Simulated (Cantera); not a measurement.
A perfectly stirred reactor is fed with CH4 : H2 : O2 : N2 = 1 : 0.39 : 3.99 : 15 (molar parts), equivalence ratio 0.55, at 10.0 bar; it is adiabatic with a 523 K inlet, and is followed from long to short residence time, starting on the burning branch (τ in s: 0.071, 0.029, 0.012, 0.0047, 0.0019, 0.00077, 0.00031, 0.00012, 5e-05, 2e-05, 8.2e-06).

Cantera simulation using GRI-Mech 3.0 (53 species, 325 reactions); the numbers are that mechanism's predictions, not measurements.

What does this change do: pressure from 10.0 bar to 0.340 bar?


```csv
quantity,before,after
"blow-out, bracketed by the residence times tried","burning at 0.310 ms, out at 0.120 ms","burning at 0.310 ms, out at 0.120 ms"
x(CH4) at τ = 71.0 ms,5.56e-6,1.48e-5
x(H2) at τ = 71.0 ms,1.27e-5,0.000443
x(O2) at τ = 71.0 ms,0.0889,0.0885
x(C2H4) at τ = 71.0 ms,1.83e-9,6.95e-10
x(CH3) at τ = 71.0 ms,1.04e-6,2.74e-6
x(CH4) at τ = 0.770 ms,0.000170,0.000434
x(H2) at τ = 0.770 ms,0.000267,0.00433
x(O2) at τ = 0.770 ms,0.0902,0.0938
x(C2H4) at τ = 0.770 ms,5.85e-7,6.32e-8
x(CH3) at τ = 0.770 ms,3.05e-5,4.13e-5
```
